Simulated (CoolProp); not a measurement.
Vapour-liquid equilibrium of n-octane (1) + m-xylene (2) at 232.95 °C; x and y are mole fractions of (1).

Model: multi-fluid Helmholtz-energy mixture model, Beckmüller 2019 and Zhou 2012; pair parameters Bell 2016, in CoolProp.

| x | bubble pressure (MPa) | y at the bubble point | dew pressure at overall composition x (MPa) | liquid density (mol/L) |
|---|---|---|---|---|
| 0.05 | 0.7603 | 0.064 | 0.7571 | ? |
| 0.15 | 0.7879 | 0.185 | 0.7799 | 5.773 |
| 0.25 | 0.8143 | 0.297 | 0.8032 | 5.560 |
| 0.35 | ? | 0.402 | 0.8271 | 5.358 |
| 0.45 | 0.8638 | 0.502 | 0.8512 | 5.164 |
| 0.55 | 0.8871 | 0.598 | 0.8755 | 4.980 |
| 0.65 | 0.9095 | 0.690 | 0.8997 | 4.803 |
| 0.75 | 0.9311 | 0.781 | 0.9238 | 4.634 |
| 0.85 | 0.9519 | 0.869 | 0.9475 | 4.472 |
| 0.95 | 0.9720 | ? | 0.9705 | 4.317 |

Question: Complete the blanks.

Answer: 
- 0.05, liquid density (mol/L): 5.995
- 0.35, bubble pressure (MPa): 0.8396
- 0.95, y at the bubble point: 0.957

No azeotrope shows between x = 0.05 and 0.95.

Pair parameters are fitted to limited data, so mixtures are less certain than the pure fluids.
